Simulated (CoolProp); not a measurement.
Carbonyl sulfide along the isobar 6550 kPa: density (kg/m³) from the reference equation and from simpler models built on Tc = 378.8 K, pc = 6369 kPa, ω = 0.098; each cubic takes its own stable root.

The numbers come from the reference Helmholtz-energy equation of state, Lemmon 2006 in CoolProp. It is a short technical equation, of lower accuracy than the large ones.

```json
[
 {"T (K)": "194.4", "phase": "liquid", "reference": "1241", "van der Waals": "802.4", "Soave-Redlich-Kwong": "1180", "Peng-Robinson": "1328"},
 {"T (K)": "219.9", "phase": "liquid", "reference": "1190", "van der Waals": "773.8", "Soave-Redlich-Kwong": "1134", "Peng-Robinson": "1277"},
 {"T (K)": "245.4", "phase": "liquid", "reference": "1137", "van der Waals": "742.7", "Soave-Redlich-Kwong": "1081", "Peng-Robinson": "1220"},
 {"T (K)": "270.9", "phase": "liquid", "reference": "1079", "van der Waals": "708.2", "Soave-Redlich-Kwong": "1020", "Peng-Robinson": "1153"},
 {"T (K)": "296.5", "phase": "liquid", "reference": "1015", "van der Waals": "668.7", "Soave-Redlich-Kwong": "949.5", "Peng-Robinson": "1073"},
 {"T (K)": "322", "phase": "liquid", "reference": "940.7", "van der Waals": "621.9", "Soave-Redlich-Kwong": "864.4", "Peng-Robinson": "976.4"},
 {"T (K)": "347.5", "phase": "liquid", "reference": "846.2", "van der Waals": "561.4", "Soave-Redlich-Kwong": "753.8", "Peng-Robinson": "848.6"},
 {"T (K)": "373", "phase": "liquid", "reference": "686.3", "van der Waals": "459.1", "Soave-Redlich-Kwong": "569.6", "Peng-Robinson": "632.8"},
 {"T (K)": "398.5", "phase": "supercritical", "reference": "199.6", "van der Waals": "196.2", "Soave-Redlich-Kwong": "196.0", "Peng-Robinson": "206.0"},
 {"T (K)": "424", "phase": "supercritical", "reference": "157.7", "van der Waals": "158.9", "Soave-Redlich-Kwong": "155.9", "Peng-Robinson": "162.4"},
 {"T (K)": "449.6", "phase": "supercritical", "reference": "135.9", "van der Waals": "138.3", "Soave-Redlich-Kwong": "134.6", "Peng-Robinson": "139.4"},
 {"T (K)": "475.1", "phase": "supercritical", "reference": "121.4", "van der Waals": "124.1", "Soave-Redlich-Kwong": "120.2", "Peng-Robinson": "124.1"}
]
```
